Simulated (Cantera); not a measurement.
Feed: 1 mol n-butane, 1.6 mol O₂, 0.68 mol H₂, equilibrated at 525 K and 27.0 Torr.

Equilibrium computed with Cantera from the NASA thermochemical tables; the gas is ideal and each condensed phase is pure. Candidate condensed phases: C, C₆H₆, C₇H₈, C₈H₁₈, H₂O; 110 gas species. Equilibrium is a limit: real reactors are often held back by kinetics, nucleation or transport.

Base state: H₂O 0.524, CH₄ 0.302, H₂ 0.0921, CO₂ 0.0818, CO 0.000165 (mole fractions); condensed: C(graphite).

Problem. What changes in the equilibrium state with this change: O₂ from 1.6 to 0.34 mol?

Solution. 
| species | before | after |
|---|---|---|
| CH₄ | 0.302 | 0.669 |
| H₂O | 0.524 | 0.189 |
| H₂ | 0.0921 | 0.137 |
| CO₂ | 0.0818 | 0.00484 |
| CO | 0.000165 | 4.02e-5 |
| C(graphite), mol | 2.21 | 1.70 |
